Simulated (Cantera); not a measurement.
A closed system holds: 1 mol K2SO4, 0.82 mol CO2, held at 330 Torr.

Method: chemical equilibrium by Gibbs-energy minimisation in Cantera with the NASA 1993 tables (ideal gas, pure condensed phases). Candidate condensed phases: C, K, KO2, K2CO3, K2O, K2O2, K2S, K2SO4, S; 26 gas species. The numbers say what is thermodynamically allowed, not how fast it happens.

Question: Which condensed phases are stable at each of these points (T (K)): 1298, 1398, 1498, 1598, 1698, 1798, 1898, 1998?

Answer: 
| T (K) | condensed phases | K condensed (%) |
|---|---|---|
| 1298 | K2SO4(s) | 100.0 |
| 1398 | K2SO4(l) | 100.0 |
| 1498 | K2SO4(l) | 100.0 |
| 1598 | K2SO4(l) | 99.9 |
| 1698 | K2SO4(l) | 99.6 |
| 1798 | K2SO4(l) | 98.9 |
| 1898 | K2SO4(l) | 97.2 |
| 1998 | K2SO4(l) | 92.8 |

At 1298 K the condensed part is K2SO4(s). From 1398 K to 1998 K the condensed part is K2SO4(l).
